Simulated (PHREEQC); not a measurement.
**Phosphoric acid bath**

Make-up at 20 °C: 0.1 mol/kgw KH2PO4 and 0.11 mol/kgw HF. Closed to the air; pH follows from the charge balance.

Equilibrium calculation in PHREEQC: ion-association model, phreeqc.dat.

```json
{
  "pH": "2.50",
  "ionic_strength": "0.104 mol/kgw",
  "density": "1.008 g/cm³",
  "total_alkalinity": "-110 meq/kg"
}
```

```tsv
species	molality	activity	log γ
K+	0.100	0.0763	-0.117
H2PO4-	0.0746	0.0588	-0.104
HF	0.0745	0.0763	0.010
H3PO4	0.0254	0.0260	0.010
F-	0.0229	0.0174	-0.119
HF2-	0.00627	0.00490	-0.108
H+	0.00386	0.00319	-0.084
HPO4-2	2.97e-6	1.11e-6	-0.427
KHPO4-	2.10e-7	1.65e-7	-0.104
```

Precipitation was switched off in this run. Complexes and solids missing from the database can't appear.
